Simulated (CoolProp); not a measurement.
Vapour-liquid equilibrium of R134a (1) + R227EA (2) at -47.35 °C; x and y are mole fractions of (1).

The numbers come from the multi-fluid Helmholtz-energy mixture model, Tillner-Roth 1994 and Lemmon 2016; pair parameters Bell 2016 in CoolProp.

Question: Give the bubble pressure and the first vapour's composition at x = 0.35, 0.65, 0.95. Is there an azeotrope?

Answer: x = 0.35: 27.34 kPa, y = 0.482; x = 0.65: 31.15 kPa, y = 0.737; x = 0.95: 33.93 kPa, y = 0.961. No azeotrope shows between x = 0.05 and 0.95.

The pair parameters rest on a limited set of measurements; away from them the model extrapolates.
